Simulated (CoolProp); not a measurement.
C2F6 (R116) along the isobar 68.5 bar: density (kg/m³) from the reference equation and from simpler models built on Tc = 293.0 K, pc = 30.48 bar, ω = 0.257; each cubic takes its own stable root.

The numbers come from the reference Helmholtz-energy equation of state, Lemmon 2006 in CoolProp. It is a short technical equation, of lower accuracy than the large ones.

| T (K) | phase | reference |
|---|---|---|
| 278.7 | liquid | 1222 |
| 294.2 | supercritical | 1110 |
| 309.8 | supercritical | 970.3 |
| 325.4 | supercritical | 796.7 |
| 340.9 | supercritical | 627.3 |
| 356.5 | supercritical | 510.6 |
| 372.1 | supercritical | 437.3 |
| 387.6 | supercritical | 388.0 |
| 403.2 | supercritical | 351.7 |

### Question
How far does each simpler model (van der Waals, Soave-Redlich-Kwong, Peng-Robinson) lie from the reference over these 9 states: mean and median of the absolute difference, and the worst?

### Answer
- van der Waals: mean 16.4 %, median 15.6 %, worst -28.8 % at 278.7 K and 68.5 bar
- Soave-Redlich-Kwong: mean 7.1 %, median 7.1 %, worst -11.1 % at 325.4 K and 68.5 bar
- Peng-Robinson: mean 1.9 %, median 1.4 %, worst +4.1 % at 278.7 K and 68.5 bar
